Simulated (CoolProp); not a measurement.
R22 along the isotherm 270.5 K: Z from the reference equation and from simpler models built on Tc = 369.3 K, pc = 4.990 MPa, ω = 0.221; each cubic takes its own stable root.

Model: reference Helmholtz-energy equation of state, Kamei 1995, in CoolProp.

```json
[
 {"p (MPa)": "0.0237", "phase": "gas", "reference": "0.9953"},
 {"p (MPa)": "0.0539", "phase": "gas", "reference": "0.9892"},
 {"p (MPa)": "0.123", "phase": "gas", "reference": "0.9749"},
 {"p (MPa)": "0.279", "phase": "gas", "reference": "0.9411"},
 {"p (MPa)": "0.635", "phase": "liquid", "reference": "0.01891"},
 {"p (MPa)": "1.45", "phase": "liquid", "reference": "0.04307"},
 {"p (MPa)": "3.29", "phase": "liquid", "reference": "0.09723"},
 {"p (MPa)": "7.49", "phase": "liquid", "reference": "0.2190"}
]
```

**Question.** How far does each simpler model (van der Waals, Redlich-Kwong, Peng-Robinson) lie from the reference over these 8 states: mean and median of the absolute difference, and the worst?

**Answer.** 
- van der Waals: mean 616.5 %, median 31.2 %, worst +4738.2 % at 270.5 K and 0.635 MPa
- Redlich-Kwong: mean 7.4 %, median 7.1 %, worst +15.2 % at 270.5 K and 0.635 MPa
- Peng-Robinson: mean 1.3 %, median 1.3 %, worst -2.7 % at 270.5 K and 7.49 MPa

At some of these states van der Waals gives the other phase, because its saturation line lies elsewhere.
